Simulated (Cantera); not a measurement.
Cantera run:

```python
import numpy as np
import cantera as ct

gas_names = """
    B BH BH2 BH3 BN B2 H H2 N NH NH2 NH3 N2 N2H2 N2H4
""".split()
cond_names = """
    B(b) B(L) BN(s)
""".split()


# ... load() reads the species with a 1 bar reference pressure and builds the phases ...
atoms = {
    'B': {'B': 1},
    'N2': {'N': 2},
    'H2': {'H': 2},
}
top_T = {'BN(s)': 3200}  # K; cautious upper limits of use, not melting points


# ... equilibrate(T, P, feed) seeds the gas with the atoms and calls Mixture.equilibrate('TP', solver="vcs", rtol=1e-11, max_steps=5000) ...
results = []
feed = {'B': 1, 'N2': 1.1, 'H2': 0.15}  # mol
P = 120  # Pa
for T in [2073, 2123, 2173, 2223, 2273, 2323, 2373, 2423]:
    mix = equilibrate(T, P, feed)
    results.append((T, P, feed, dict(zip(mix.species_names, mix.species_moles))))
    x = sorted(zip(gas.X, gas.species_names), reverse=True)
    print(f"T = {T:g} K  P = {P:g} Pa  gas = {mix.phase_moles(0):.4g} mol")
    print("   x: " + "  ".join(f"{s} {v:.3e}" for v, s in x if v > 0.001))
    print("   condensed (mol): " + ("  ".join(f"{mix.phase(i).name} {mix.phase_moles(i):.4g}"
          for i in range(1, mix.n_phases) if mix.phase_moles(i) > 1e-12) or "none"))
```

Result:

```
T = 2073 K  P = 120 Pa  gas = 0.7626 mol
   x: N2 7.869e-01  H2 1.805e-01  H 3.226e-02
   condensed (mol): BN(s) 0.9998
T = 2123 K  P = 120 Pa  gas = 0.7674 mol
   x: N2 7.823e-01  H2 1.737e-01  H 4.317e-02
   condensed (mol): BN(s) 0.9994
T = 2173 K  P = 120 Pa  gas = 1.28 mol
   x: N2 8.596e-01  H2 9.557e-02  H 4.306e-02  B 1.567e-03
   condensed (mol): B(b) 0.9978
T = 2223 K  P = 120 Pa  gas = 1.29 mol
   x: N2 8.530e-01  H2 8.864e-02  H 5.506e-02  B 3.114e-03
   condensed (mol): B(b) 0.9957
T = 2273 K  P = 120 Pa  gas = 1.303 mol
   x: N2 8.443e-01  H2 8.055e-02  H 6.882e-02  B 6.002e-03
   condensed (mol): B(b) 0.9918
T = 2323 K  P = 120 Pa  gas = 1.32 mol
   x: N2 8.329e-01  H 8.400e-02  H2 7.139e-02  B 1.124e-02
   condensed (mol): B(b) 0.9846
T = 2373 K  P = 120 Pa  gas = 1.344 mol
   x: N2 8.181e-01  H 9.990e-02  H2 6.140e-02  B 1.998e-02
   condensed (mol): B(L) 0.9723
T = 2423 K  P = 120 Pa  gas = 1.376 mol
   x: N2 7.990e-01  H 1.156e-01  H2 5.096e-02  B 3.369e-02
   condensed (mol): B(L) 0.9525
```

Method: chemical equilibrium by Gibbs-energy minimisation in Cantera with the NASA 1993 tables (ideal gas, pure condensed phases). The tables' values for BH2 are old estimates; treat these amounts as uncertain.
